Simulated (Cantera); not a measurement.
Input: 1 mol C2F6, 0.25 mol HCl, held at 0.133 bar.

Equilibrium computed with Cantera from the NASA thermochemical tables; the gas is ideal and each condensed phase is pure. Candidate condensed phases: C, C6H6, C7H8, C8H18; 118 gas species. The feed counts by its element totals alone. The tables' values for C2F4 are old estimates; treat these amounts as uncertain. Gases not in the tables: C2F6 and larger saturated fluorocarbons. Kinetics and transport are ignored.

x: gas mole fraction; n: condensed amount in mol.

| T (°C) | x CF4 | x CF2 | x HF | x Cl | x Cl2 | x F | x HCl | x CClF3 | x CF3 | n C(graphite) |
|---|---|---|---|---|---|---|---|---|---|---|
| 977 | 0.797 | 1.17e-6 | 0.106 | 0.00441 | 0.0426 | 5.28e-8 | 0.0328 | 0.0162 | 1.14e-6 | 0.540 |
| 1077 | 0.791 | ? | 0.114 | ? | 0.0435 | ? | ? | 0.0157 | ? | 0.544 |
| 1177 | 0.784 | 4.78e-5 | 0.119 | 0.0228 | 0.0408 | 3.51e-6 | 0.0181 | 0.0146 | 2.31e-5 | 0.547 |
| 1277 | 0.775 | 0.000212 | 0.123 | 0.0411 | 0.0343 | 1.90e-5 | 0.0130 | 0.0129 | 7.71e-5 | 0.550 |
| 1377 | 0.765 | 0.000781 | 0.125 | 0.0638 | 0.0252 | 8.41e-5 | 0.00890 | 0.0107 | 0.000221 | 0.552 |
| 1477 | 0.754 | 0.00247 | 0.126 | 0.0860 | 0.0160 | 0.000313 | 0.00579 | 0.00826 | 0.000561 | 0.553 |
| 1577 | 0.742 | 0.00685 | 0.127 | 0.103 | 0.00894 | 0.00101 | 0.00361 | 0.00599 | 0.00128 | 0.551 |
| 1677 | 0.727 | 0.0170 | 0.127 | 0.113 | 0.00462 | 0.00290 | 0.00220 | 0.00418 | 0.00267 | 0.543 |
| 1777 | 0.700 | ? | 0.125 | 0.117 | ? | ? | ? | ? | ? | 0.524 |
| 1877 | 0.652 | 0.0781 | 0.122 | 0.117 | 0.00115 | 0.0174 | 0.000810 | 0.00188 | 0.00895 | 0.486 |
| 1977 | 0.573 | 0.145 | 0.115 | 0.113 | 0.000567 | 0.0371 | 0.000491 | 0.00118 | 0.0142 | 0.417 |

Some entries are withheld; supply them.


- 1077, x CF2: 8.60e-6
- 1077, x Cl: 0.0109
- 1077, x F: 5.03e-7
- 1077, x HCl: 0.0245
- 1077, x CF3: 5.76e-6
- 1777, x CF2: 0.0382
- 1777, x Cl2: 0.00232
- 1777, x F: 0.00746
- 1777, x HCl: 0.00133
- 1777, x CClF3: 0.00284
- 1777, x CF3: 0.00511
